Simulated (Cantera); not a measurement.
An isothermal, constant-pressure homogeneous reactor starts with CH4 : CO2 = 1 : 1.2 (molar parts), at 1525 K and 5.00 bar. Integrator tolerance rtol = 1e-08.

Detailed kinetics in Cantera: GRI-Mech 3.0 (53 species, 325 reactions).

```json
[
 {"quantity": "x(CH4) at 10.0 s", "before": "0.0668 (gas-phase equilibrium 0.000106)", "after": "0.422 (gas-phase equilibrium 0.00553)"},
 {"quantity": "x(CO2) at 10.0 s", "before": "0.0594 (gas-phase equilibrium 0.0143)", "after": "0.530 (gas-phase equilibrium 0.0226)"},
 {"quantity": "x(CH2) at 10.0 s", "before": "6.01e-10 (gas-phase equilibrium <1e-12)", "after": "<1e-12 (gas-phase equilibrium <1e-12)"},
 {"quantity": "x(CH2O) at 10.0 s", "before": "4.70e-7 (gas-phase equilibrium 4.93e-7)", "after": "6.39e-8 (gas-phase equilibrium 5.27e-7)"},
 {"quantity": "x(H) at 10.0 s", "before": "5.79e-6 (gas-phase equilibrium 7.09e-6)", "after": "8.63e-9 (gas-phase equilibrium 1.44e-7)"},
 {"quantity": "x(C2H2) at 10.0 s", "before": "0.0155 (gas-phase equilibrium 1.23e-8)", "after": "0.00606 (gas-phase equilibrium 3.08e-8)"}
]
```

### Question
Which change was made?
(A) temperature 1525 to 1250 K
(B) CO2 1.2 to 4.2 parts
(C) CO2 1.2 to 4.3 parts
(D) pressure from 5.00 bar to 0.133 bar

### Answer
A, temperature 1525 to 1250 K
